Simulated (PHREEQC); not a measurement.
# Silver or lead bath: an equilibrium model

Consider water at 25 °C with 0.0066 mol/kgw AgF and 0.037 mol/kgw Zn(NO3)2. Closed to the air; pH follows from the charge balance.

Computed with PHREEQC (ion-association model, wateq4f.dat).

Precipitation was switched off in this run.

Q: Estimate the pH.

A: pH 5.79.

Q: In which forms is Ag present?

A: Ag+ 97 %, AgNO3 2.1 %, AgF 0.7 % of the Ag.
